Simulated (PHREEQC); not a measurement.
Solution (20 °C): 0.013 mol/kgw CdCl2, 0.00083 mol/kgw ZnCl2 and 0.0042 mol/kgw NaCl. Closed to the air; pH follows from the charge balance.

All values are PHREEQC results (ion-association model, phreeqc.dat), not measurements.

No solid was allowed to form.

Problem. Predict the pH, ionic strength.

Solution. pH 5.79; ionic strength 0.0307 mol/kgw.

Problem. In which forms is Cd present?

Solution. CdCl+ 52 %, Cd+2 44 %, CdCl2 3.7 % of the Cd.
